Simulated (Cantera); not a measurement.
Input: 1 mol SiO2, 0.14 mol Al2O3, 0.39 mol N2, equilibrated at 0.100 bar.

Equilibrium computed with Cantera from the NASA thermochemical tables; the gas is ideal and each condensed phase is pure. Candidate condensed phases: Al, AlN, Al2O3, Al2SiO5, Al6Si2O13, Si, SiO2, Si2N2O, Si3N4; 23 gas species. Mutual solubility and eutectic melting of coexisting phases are not modelled. The tables hold silica as quartz up to 1696 K and as liquid above; real silica turns to tridymite and cristobalite and melts near 1996 K. Condensed phases not in the tables: alloys, solid solutions and most ternary compounds. Rates play no part.

log p: log10 of the partial pressure in bar; n: condensed amount in mol.

```tsv
T (°C)	log p N2	log p SiO	log p NO	log p O2	n Al6Si2O13(mullite)	n SiO2(β-quartz)	n SiO2(condensed)
1000	-1.00	-11.50	-11.50	<-13	0.0467	0.907	0
1050	-1.00	-10.82	-10.82	<-13	0.0467	0.907	0
1100	-1.00	-10.18	-10.18	<-13	0.0467	0.907	0
1150	-1.00	-9.59	-9.59	-12.79	0.0467	0.907	0
1200	-1.00	-9.04	-9.04	-11.92	0.0467	0.907	0
1250	-1.00	?	?	?	0.0467	0.907	0
1300	-1.00	-8.04	-8.05	-10.35	0.0467	0.907	0
1350	-1.00	-7.59	-7.60	-9.64	0.0467	0.907	0
1400	-1.00	?	?	?	0.0467	0.907	0
1450	-1.00	-6.76	-6.79	-8.36	0.0467	0	0.907
1500	-1.00	-6.38	-6.43	-7.79	0.0467	0	0.907
1550	-1.00	-6.01	-6.09	-7.26	0.0467	0	0.907
```

Some entries are withheld; supply them.


- 1250, log p SiO: -8.52
- 1250, log p NO: -8.53
- 1250, log p O2: -11.10
- 1400, log p SiO: -7.16
- 1400, log p NO: -7.18
- 1400, log p O2: -8.97
